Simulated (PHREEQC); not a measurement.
Phosphoric acid bath

A solution holds 20 mmol/kgw H3PO4, at 45 °C. Closed to the air; pH follows from the charge balance.

Model: ion-association model, phreeqc.dat, run in PHREEQC.

Each row changes one thing in this solution. This is a speciation only: nothing precipitates in the calculation.

```json
[
 {"case": "as made", "pH": "2.10", "ionic strength (mol/kgw)": "0.00863", "H2PO4- (mol/kgw)": "0.00863", "HPO4-2 (mol/kgw)": "1.01e-7"},
 {"case": "H3PO4 from 0.02 to 0.03 mol/kgw", "pH": "1.99", "ionic strength (mol/kgw)": "0.0112", "H2PO4- (mol/kgw)": "0.0112", "HPO4-2 (mol/kgw)": "1.06e-7"},
 {"case": "H3PO4 from 0.02 to 0.2 mol/kgw", "pH": "1.52", "ionic strength (mol/kgw)": "0.0352", "H2PO4- (mol/kgw)": "0.0352", "HPO4-2 (mol/kgw)": "1.35e-7"},
 {"case": "0.00034 mol/kgw Ca(OH)2 added", "pH": "2.12", "ionic strength (mol/kgw)": "0.00914", "H2PO4- (mol/kgw)": "0.00886", "HPO4-2 (mol/kgw)": "1.10e-7"},
 {"case": "diluted 2-fold with water", "pH": "2.30", "ionic strength (mol/kgw)": "0.00540", "H2PO4- (mol/kgw)": "0.00540", "HPO4-2 (mol/kgw)": "9.44e-8"},
 {"case": "H3PO4 replaced by K3PO4 at the same molality", "pH": "11.37", "ionic strength (mol/kgw)": "0.0940", "H2PO4- (mol/kgw)": "3.49e-7", "HPO4-2 (mol/kgw)": "0.0120"},
 {"case": "temperature from 45 to 35 °C", "pH": "2.08", "ionic strength (mol/kgw)": "0.00897", "H2PO4- (mol/kgw)": "0.00897", "HPO4-2 (mol/kgw)": "9.61e-8"},
 {"case": "0.0028 mol/kgw Na2CO3 added", "pH": "2.31", "ionic strength (mol/kgw)": "0.0110", "H2PO4- (mol/kgw)": "0.0110", "HPO4-2 (mol/kgw)": "2.14e-7"}
]
```

At this temperature some constants are extrapolated from 25 °C, and those without enthalpy data are left unchanged.
